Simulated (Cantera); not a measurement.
What does this Cantera script print?

```python
import numpy as np
import cantera as ct

gas = ct.Solution("gri30.yaml")
gas.TPX = 1750, 680000, {'CH4': 1, 'C2H6': 0.043, 'C3H8': 0.75, 'O2': 4.54, 'N2': 32.7, 'CO2': 8.9}
reactor = ct.IdealGasReactor(gas, energy="on", clone=False)
net = ct.ReactorNet([reactor])
net.rtol, net.atol = 1e-08, 1e-16
show = ['CH4', 'C2H6', 'C3H8', 'CH2', 'H2']
times = np.geomspace(5e-06, 0.1, 12)

steps = ct.SolutionArray(gas, extra=["t"])
rows = []
print(f"{'t/s':>10s}{'T/K':>9s}{'P/Pa':>11s}" + "".join(f"{s:>11s}" for s in show))
for t in times:
    while net.time < t:
        t_next = net.step()
        steps.append(gas.state, t=t_next)
    rows.append([np.interp(t, steps.t, y) for y in (steps.T, steps.P, *steps(*show).X.T)])
    print(f"{t:10.3e}{rows[-1][0]:9.1f}{rows[-1][1]:11.4g}" + "".join(f"{x:11.3e}" for x in rows[-1][2:]))
rate = np.gradient(steps.T, steps.t)
print("integrator steps:", len(steps.t))
if steps.T.max() > steps.T[0] + 200:
    print(f"time of steepest temperature rise: {steps.t[rate.argmax()]:.4e} s")
gas.TPX = 1750, 680000, {'CH4': 1, 'C2H6': 0.043, 'C3H8': 0.75, 'O2': 4.54, 'N2': 32.7, 'CO2': 8.9}
gas.equilibrate("UV")
print(f"equilibrium (UV): T = {gas.T:.1f} K  " + "  ".join(f"{s} {gas[s].X[0]:.3e}" for s in show))
```

Result:

```
       t/s      T/K       P/Pa        CH4       C2H6       C3H8        CH2         H2
 5.000e-06   1781.1  7.081e+05  1.767e-02  1.991e-03  2.001e-03  8.974e-06  1.099e-02
 1.230e-05   2381.6  9.892e+05  2.526e-12  1.780e-22  8.115e-33  1.748e-11  7.109e-03
 3.027e-05   2536.4  1.043e+06  1.079e-14  2.762e-27  1.870e-38  1.775e-14  5.540e-03
 7.447e-05   2607.0  1.067e+06  1.301e-14  1.880e-27  5.904e-40  1.659e-14  4.878e-03
 1.832e-04   2620.9  1.072e+06  1.450e-14  1.880e-27  6.054e-40  1.647e-14  4.752e-03
 4.508e-04   2618.8  1.071e+06  1.493e-14  1.964e-27  6.442e-40  1.648e-14  4.773e-03
 1.109e-03   2614.0  1.069e+06  1.568e-14  2.131e-27  7.212e-40  1.649e-14  4.820e-03
 2.729e-03   2608.9  1.067e+06  1.652e-14  2.324e-27  8.135e-40  1.648e-14  4.872e-03
 6.714e-03   2607.3  1.066e+06  1.678e-14  2.387e-27  8.444e-40  1.647e-14  4.888e-03
 1.652e-02   2607.2  1.066e+06  1.679e-14  2.389e-27  8.453e-40  1.647e-14  4.889e-03
 4.064e-02   2607.2  1.066e+06  1.679e-14  2.389e-27  8.453e-40  1.647e-14  4.889e-03
 1.000e-01   2607.2  1.066e+06  1.679e-14  2.389e-27  8.453e-40  1.647e-14  4.889e-03
integrator steps: 1633
time of steepest temperature rise: 9.2297e-06 s
equilibrium (UV): T = 2607.2 K  CH4 2.026e-14  C2H6 3.174e-27  C3H8 1.114e-39  CH2 1.796e-14  H2 4.889e-03
```

Computed with Cantera and GRI-Mech 3.0 (53 species, 325 reactions).
